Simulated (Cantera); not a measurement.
Predominance diagram of Ca at 427 °C against the partial pressures of O₂ and H₂O (log10, bar). Cantera with NASA thermochemical tables; ideal gases at 1 bar, condensed phases pure. Candidates: Ca(s), CaO(s), Ca(OH)₂(s). Only these pure phases compete in this equilibrium. 

```
log p(H₂O) \ log p(O₂)
        columns: -33, -31.4, -29.9, -28.3, -26.7, -25.1, -23.6, -22, -20.4, -18.9, -17.3, -15.7, -14.1, -12.6, -11, -9.4, -7.9, -6.3, -4.7, -3.1, -1.6, 0
      1  A A B B B B B B B B B B B B B B B B B B B B
   -0.7  B B B B B B B B B B B B B B B B B B B B B B
   -2.4  C C C C C C C C C C C C C C C C C C C C C C
   -4.1  C C C C C C C C C C C C C C C C C C C C C C
   -5.9  C C C C C C C C C C C C C C C C C C C C C C
   -7.6  C C C C C C C C C C C C C C C C C C C C C C
   -9.3  C C C C C C C C C C C C C C C C C C C C C C
    -11  C C C C C C C C C C C C C C C C C C C C C C
  -12.7  C C C C C C C C C C C C C C C C C C C C C C
  -14.4  C C C C C C C C C C C C C C C C C C C C C C
  -16.1  C C C C C C C C C C C C C C C C C C C C C C
  -17.9  C C C C C C C C C C C C C C C C C C C C C C
  -19.6  C C C C C C C C C C C C C C C C C C C C C C
  -21.3  C C C C C C C C C C C C C C C C C C C C C C
    -23  C C C C C C C C C C C C C C C C C C C C C C
```

A: out of reach (another gas would pass 10 bar, or a non-metal would condense); B: Ca(OH)₂(s); C: CaO(s).
